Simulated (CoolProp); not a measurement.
Saturation properties of C2F6 (R116) (Tc = 19.9 °C, pc = 3.048 MPa, ω = 0.257).

Values from CoolProp's reference Helmholtz-energy equation of state, Lemmon 2006. It is a short technical equation, of lower accuracy than the large ones.

```
T (°C)  p (MPa)  liquid density (kg/m³)  vapour density (kg/m³)  liquid cp (kJ/(kg K))
------  -------  ----------------------  ----------------------  ---------------------
-65.55   0.1898                    1548                   16.32                 0.9755
-57.85   0.2678                    1511                   22.68                 0.9989
-50.15   0.3680                    1472                   30.84                  1.025
-42.55   0.4923                       ?                       ?                  1.055
-34.85   0.6478                    1389                       ?                  1.089
-27.15   0.8371                    1343                   70.63                  1.131
-19.55    1.061                    1293                   91.22                  1.184
-11.85    1.331                       ?                       ?                  1.255
-4.15     1.650                    1173                   153.1                  1.361
3.45      2.018                    1098                   200.8                  1.547
```

Question: Fill in the missing entries.

Answer: 
- -42.55, liquid density (kg/m³): 1432
- -42.55, vapour density (kg/m³): 41.07
- -34.85, vapour density (kg/m³): 54.14
- -11.85, liquid density (kg/m³): 1237
- -11.85, vapour density (kg/m³): 117.9

It boils at -78.1 °C under 1 atm.
